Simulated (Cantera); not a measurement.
Mixture: CH₄ : O₂ : N₂ = 1 : 3.12 : 11.8 (molar parts), equivalence ratio 0.64, at 10.0 bar, adiabatic and at constant pressure. Ignition delay is the time to a rise of 400 K.

Model: GRI-Mech 3.0 (53 species, 325 reactions), integrated in Cantera.

### Question
Predict: delay at 1200 K; delay at 1400 K; delay at 1600 K; delay at 1800 K; delay at 2000 K; apparent activation energy between 1900 and 2100 K.

### Answer
| Quantity | Value |
|---|---|
| delay at 1200 K | 3.91 ms |
| delay at 1400 K | 0.418 ms |
| delay at 1600 K | 66.6 µs |
| delay at 1800 K | 15.3 µs |
| delay at 2000 K | 4.87 µs |
| apparent activation energy between 1900 and 2100 K | 170 kJ/mol |
